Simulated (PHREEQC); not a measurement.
Consider water at 25 °C and 50 atm with 1.8e-05 mol CaSO4, 0.011 mol NaF and 1.1e-07 mol H4SiO4 per kg of water. Closed to the air; pH follows from the charge balance.

Computed with PHREEQC (ion-association model, phreeqc.dat).

No solid was allowed to form.

**Question.** What pH, specific conductance does the model give?

**Answer.** pH 7.57; specific conductance 1070 µS/cm.

**Question.** In which forms is S present?

**Answer.** SO4-2 96 %, NaSO4- 3.5 % of the S.

Saturation is exceeded, for instance for Fluorite; the values hold only as long as no solid forms. Complexes and solids missing from the database can't appear. Under pressure, the constants of complexes without a molar volume in the database are unreliable. SiF6-2 is the database's only silicon fluoride.
